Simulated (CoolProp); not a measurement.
Vapour-liquid equilibrium of n-heptane (1) + m-xylene (2) at 0.394 MPa; x and y are mole fractions of (1).

Computed with CoolProp (multi-fluid Helmholtz-energy mixture model, Span 2003 and Zhou 2012; pair parameters Bell 2016).

| x | bubble temperature, mixture model (K) | bubble temperature, Raoult's law (K) | y, mixture model | y, Raoult's law |
|---|---|---|---|---|
| 0.05 | 466.9 | 467.8 | 0.119 | 0.113 |
| 0.2 | 456.3 | 458.4 | 0.383 | 0.383 |
| 0.35 | ? | 450.4 | 0.561 | 0.578 |
| 0.5 | 441.7 | 443.5 | 0.694 | 0.722 |
| 0.65 | 436.3 | 437.4 | ? | 0.831 |
| 0.8 | 431.4 | 432.0 | 0.893 | 0.915 |
| 0.95 | 427.0 | 427.1 | ? | 0.981 |

Fill in the missing entries.


- 0.35, bubble temperature, mixture model (K): 448.2
- 0.65, y, mixture model: 0.802
- 0.95, y, mixture model: 0.975

The largest gap from Raoult's law is -2.2 K in bubble temperature, at x = 0.35. No azeotrope shows between x = 0.05 and 0.95.

The pair parameters rest on a limited set of measurements; away from them the model extrapolates.
